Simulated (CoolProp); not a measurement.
Saturated liquid density (kg/m³) of 1-butene: the reference equation beside estimates from Tc = 419.3 K, pc = 40.06 bar, ω = 0.192.

Values from CoolProp's reference Helmholtz-energy equation of state, Lemmon 2005. It is a short technical equation, of lower accuracy than the large ones.

```tsv
T (K)	reference	Redlich-Kwong	Peng-Robinson
317.9	562.4	498.1	583.6
327.7	548.8	482.5	566.4
337.4	534.6	466.1	548.1
347.2	519.4	448.4	527.9
357	503.1	429.4	505.9
366.7	485.6	409.0	481.8
376.5	466.2	386.5	454.6
386.2	444.4	361.6	424.1
396	418.4	332.7	387.9
```

Absolute difference from the reference over all 9 rows, mean and median: Redlich-Kwong 15.2 and 14.6 %, Peng-Robinson 3.0 and 2.5 %.
